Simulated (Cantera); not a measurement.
An adiabatic, constant-pressure homogeneous reactor starts with 11.2 % CH₄, 18.7 % O₂, 70.1 % N₂, at 1575 K and 10.0 bar.

Computed with Cantera and GRI-Mech 3.0 (53 species, 325 reactions).

One state of this run: T (K) = 2949; x CH₄ = <1e-12; x O₂ = 0.00455; x O = 0.00203; x C₂H₆ = <1e-12; x CH₃ = 2.46e-12; x NO₂ = 1.69e-6. x: mole fraction; the columns are a selection and need not sum to one.

**Question.** Which value of t (s) does it belong to?
A) 4.43e-5
B) 0.00545
C) 8.92e-6
D) 1.99e-5

**Answer.** B, 0.00545
